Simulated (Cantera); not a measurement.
Stirred combustor or abatement burner

A perfectly stirred reactor is fed with CH4 : C2H6 : O2 : N2 = 1 : 1.2 : 6.89 : 31 (molar parts), equivalence ratio 0.90, at 675 Torr; it is adiabatic with a 475 K inlet, and is followed from long to short residence time, starting on the burning branch (τ in s: 0.14, 0.064, 0.029, 0.014, 0.0062, 0.0028, 0.0013, 0.00059, 0.00027, 0.00012, 5.7e-05, 2.6e-05, 1.2e-05).

Model: GRI-Mech 3.0 (53 species, 325 reactions), integrated in Cantera.

```
τ (s)    T (K)     x CH4    x C2H6    x O2     x CO     x CH3
-------  -----  --------  --------  ------  -------  --------
0.14      2095   1.32e-6   1.98e-7  0.0181  0.00339   1.07e-6
0.064     2082   2.28e-6   4.01e-7  0.0187  0.00447   1.78e-6
0.029     2062   3.84e-6   7.99e-7  0.0197  0.00609   2.86e-6
0.014     2036   6.24e-6   1.47e-6  0.0208  0.00804   4.43e-6
0.0062    1999   1.10e-5   2.87e-6  0.0224   0.0106   7.51e-6
0.0028    1956   1.99e-5   5.48e-6  0.0243   0.0135   1.32e-5
0.0013    1908   3.68e-5   1.04e-5  0.0263   0.0166   2.35e-5
0.00059   1853   7.46e-5   2.10e-5  0.0290   0.0203   4.47e-5
0.00027   1790  0.000169   4.65e-5  0.0327   0.0255   9.20e-5
0.00012   1696  0.000587  0.000154  0.0416   0.0366  0.000269
5.7e-5     475    0.0249    0.0299   0.172   <1e-12    <1e-12
2.6e-5     475    0.0249    0.0299   0.172   <1e-12    <1e-12
1.2e-5     475    0.0249    0.0299   0.172   <1e-12    <1e-12
```
x: mole fraction; the columns are a selection and need not sum to one.
